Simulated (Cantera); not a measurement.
Premixed flame

A freely propagating, adiabatic, planar premixed flame of 31.3 % H2, 8.78 % O2, 42.0 % N2, 17.9 % H2O, equivalence ratio 1.8, unburnt at 400 K and 9.87 atm; mixture-averaged transport, grid criteria slope 0.08 and curve 0.16, no radiation.

Model: the H2/O2 subset of GRI-Mech 3.0, which has no nitrogen chemistry, integrated in Cantera. The hydrogen kinetics of GRI-Mech 3.0 are dated; newer H2 mechanisms differ, most at raised pressure. Burning velocities carry a grid error of a few per cent, more on coarse grids.

```json
[
 {"z (mm)": "-0.188", "T (K)": "401", "u (m/s)": "0.460", "x H2": "0.311", "x O2": "0.0881", "x H2O": "0.180", "x H": "<1e-8", "x H2O2": "7.27e-8", "x O": "<1e-8"},
 {"z (mm)": "-0.126", "T (K)": "409", "u (m/s)": "0.464", "x H2": "0.302", "x O2": "0.0891", "x H2O": "0.182", "x H": "<1e-8", "x H2O2": "1.43e-6", "x O": "<1e-8"},
 {"z (mm)": "-0.0942", "T (K)": "433", "u (m/s)": "0.484", "x H2": "0.289", "x O2": "0.0902", "x H2O": "0.187", "x H": "<1e-8", "x H2O2": "9.78e-6", "x O": "<1e-8"},
 {"z (mm)": "-0.0628", "T (K)": "521", "u (m/s)": "0.567", "x H2": "0.263", "x O2": "0.0902", "x H2O": "0.202", "x H": "<1e-8", "x H2O2": "6.04e-5", "x O": "<1e-8"},
 {"z (mm)": "-0.0314", "T (K)": "833", "u (m/s)": "0.877", "x H2": "0.218", "x O2": "0.0765", "x H2O": "0.249", "x H": "1.19e-7", "x H2O2": "0.000336", "x O": "6.83e-8"},
 {"z (mm)": "-0.0157", "T (K)": "1126", "u (m/s)": "1.17", "x H2": "0.191", "x O2": "0.0555", "x H2O": "0.293", "x H": "7.96e-5", "x H2O2": "0.000472", "x O": "8.19e-6"},
 {"z (mm)": "0", "T (K)": "1425", "u (m/s)": "1.49", "x H2": "0.166", "x O2": "0.0284", "x H2O": "0.343", "x H": "0.00107", "x H2O2": "9.52e-5", "x O": "6.19e-5"},
 {"z (mm)": "0.0157", "T (K)": "1587", "u (m/s)": "1.66", "x H2": "0.151", "x O2": "0.0107", "x H2O": "0.373", "x H": "0.00232", "x H2O2": "7.39e-6", "x O": "5.73e-5"},
 {"z (mm)": "0.0314", "T (K)": "1649", "u (m/s)": "1.72", "x H2": "0.146", "x O2": "0.00370", "x H2O": "0.385", "x H": "0.00261", "x H2O2": "2.45e-6", "x O": "2.63e-5"},
 {"z (mm)": "0.0628", "T (K)": "1686", "u (m/s)": "1.76", "x H2": "0.144", "x O2": "0.000567", "x H2O": "0.391", "x H": "0.00206", "x H2O2": "5.00e-7", "x O": "5.83e-6"},
 {"z (mm)": "0.126", "T (K)": "1703", "u (m/s)": "1.78", "x H2": "0.144", "x O2": "3.73e-5", "x H2O": "0.392", "x H": "0.00114", "x H2O2": "6.74e-8", "x O": "1.11e-6"},
 {"z (mm)": "0.251", "T (K)": "1710", "u (m/s)": "1.78", "x H2": "0.144", "x O2": "1.84e-6", "x H2O": "0.392", "x H": "0.000511", "x H2O2": "1.02e-8", "x O": "2.11e-7"},
 {"z (mm)": "0.502", "T (K)": "1713", "u (m/s)": "1.79", "x H2": "0.144", "x O2": "1.45e-7", "x H2O": "0.392", "x H": "0.000213", "x H2O2": "<1e-8", "x O": "3.68e-8"}
]
```
x: mole fraction of selected species; z is measured from the peak of heat release.

```
Property                      Value
------------------------  ---------
laminar burning velocity  46.0 cm/s
thermal thickness         0.0628 mm
peak x(H)                   0.00261
peak x(H2O2)               0.000481
peak x(O)                   7.03e-5
grid points                     114
```
